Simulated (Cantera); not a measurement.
A closed system holds: 1 mol CCl₄, 1.2 mol H₂, held at 875 K and 19.0 mbar.

Method: chemical equilibrium by Gibbs-energy minimisation in Cantera with the NASA 1993 tables (ideal gas, pure condensed phases). Candidate condensed phases: C, C₆H₆, C₇H₈, C₈H₁₈; 91 gas species. Kinetics and transport are ignored.

Base state: HCl 0.750, Cl₂ 0.250, Cl 0.000167, CCl₄ 3.80e-5 (mole fractions); condensed: C(graphite).

Problem. What changes in the equilibrium state with this change: H₂ from 1.2 to 0.48 mol?

Solution. 
```
species             before     after
----------------  --------  --------
Cl₂                  0.250     0.612
HCl                  0.750     0.387
Cl                0.000167  0.000261
CCl₄               3.80e-5  0.000229
C(graphite), mol     1.000     0.999
```
Gases not in the tables: chlorinated aromatics.

Problem. What changes in the equilibrium state with this change: H₂ from 1.2 to 2.5 mol?

Solution. 
```tsv
species	before	after
HCl	0.750	0.889
H₂	<1e-9	0.111
CH₄	<1e-9	0.000102
Cl₂	0.250	<1e-9
Cl	0.000167	<1e-9
CCl₄	3.80e-5	<1e-9
C(graphite), mol	1.000	1.000
```
